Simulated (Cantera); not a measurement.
A closed system holds: 1 mol SiH2Cl2, 18 mol N2, equilibrated at 1427 °C and 12.0 mbar.

Cantera equilibrium calculation (NASA polynomials, part measured and part estimated; ideal gas, pure solids and liquids). Candidate condensed phases: NH4Cl, Si, Si3N4; 28 gas species. The tables' values for SiCl3, SiCl are old estimates; treat these amounts as uncertain. Rates play no part.

Base state: N2 0.899, H2 0.0337, HCl 0.0335, SiCl2 0.0329, SiCl3 0.000529, H 0.000247, Cl 0.000191, SiCl 5.05e-5 (mole fractions); condensed: Si3N4(s).

What changes in the equilibrium state with this change: SiH2Cl2 replaced by SiH4?


```csv
species,before,after
N2,0.899,0.896
H2,0.0337,0.103
H,0.000247,0.000432
HCl,0.0335,0
SiCl2,0.0329,0
Si,1.56e-5,1.56e-5
SiCl3,0.000529,0
Cl,0.000191,0
"Si3N4(s), mol",0.113,0.333
```
